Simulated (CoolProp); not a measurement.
Computed with CoolProp (reference Helmholtz-energy equation of state, Thol 2019).

**Question.** For decamethylcyclopentasiloxane (D5), give the phase and the density (kg/m³), cp (kJ/(kg K)) at 494.9 K and 0.402 MPa.

**Answer.** 
- 494.9 K and 0.402 MPa: liquid; density 731, cp 2.02
